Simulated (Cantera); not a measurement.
Thermodynamics of silicon oxide and oxynitride deposition, feed TEOS + CO₂ + H₂ + N₂O

Feed: 1 mol TEOS, 0.11 mol CO₂, 0.42 mol H₂, 16 mol N₂O, at 1848.15 K and 10.0 Torr.

Equilibrium computed with Cantera from the NASA thermochemical tables; the gas is ideal and each condensed phase is pure. Candidate condensed phases: C, C₆H₆, C₇H₈, C₈H₁₈, H₂O, Si, SiC, SiO₂, Si₂N₂O, Si₃N₄; 151 gas species. The feed counts by its element totals alone. The tables hold silica as quartz up to 1696 K and as liquid above; real silica turns to tridymite and cristobalite and melts near 1996 K. The numbers say what is thermodynamically allowed, not how fast it happens.

```yaml
x(N₂): 0.463
x(H₂O): 0.208
x(CO): 0.150
x(H₂): 0.0925
x(CO₂): 0.0843
x(H): 0.00140
x(OH): 0.000231
x(SiO): 0.000182
x(NO): 1.32e-5
n(SiO₂(condensed)): 0.994 mol
gas_amount: 34.56 mol
log10 activity of C(graphite) (absent): -6.70
log10 activity of Si(l) (absent): -8.94
```
